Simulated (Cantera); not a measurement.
An isothermal, constant-pressure homogeneous reactor starts with CH₄ : N₂ : H₂O = 1 : 16 : 0.022 (molar parts), at 1973 K and 2670 Pa.

Detailed kinetics in Cantera: GRI-Mech 3.0 (53 species, 325 reactions). GRI-Mech 3.0 stops at C3 and has no aromatics, soot or wall deposition, so with more carbon than oxygen in the feed, carbon stays in small species such as C2H2 where larger ones or solid carbon would form. Radical loss at walls, strong at low pressure, is not modelled.

One state of this run: x CH₄ = 5.16e-6; x C₂H₄ = 4.75e-7; x C₂H = 1.24e-5; x C₂H₆ = 3.24e-12; x H = 0.00227; x H₂ = 0.0837; x C₂H₂ = 0.0269. x: mole fraction; the columns are a selection and need not sum to one.

Task: Which value of t (s) does it belong to?
A) 0.325
B) 0.00441
C) 0.000251
D) 1.36

Result: D, 1.36
